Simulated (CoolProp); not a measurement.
Vapour-liquid equilibrium of n-heptane (1) + p-xylene (2) at 0.795 MPa; x and y are mole fractions of (1).

Computed with CoolProp (multi-fluid Helmholtz-energy mixture model, Span 2003 and Zhou 2012; pair parameters Bell 2016).

```
x     bubble temperature (°C)  y at the bubble point  dew temperature at overall composition x (°C)  liquid density (mol/L)
----  -----------------------  ---------------------  ---------------------------------------------  ----------------------
0.05                    232.3                  0.099                                          234.4                   6.002
0.2                     221.8                  0.339                                          228.0                   5.882
0.35                    213.2                  0.517                                          221.2                   5.747
0.5                     206.1                  0.657                                          214.0                   5.605
0.65                    200.0                  0.774                                          206.5                   5.459
0.8                     194.6                  0.877                                          198.7                   5.314
0.95                    189.7                  0.970                                          190.7                   5.172
```

No azeotrope shows between x = 0.05 and 0.95.

The pair parameters rest on a limited set of measurements; away from them the model extrapolates.
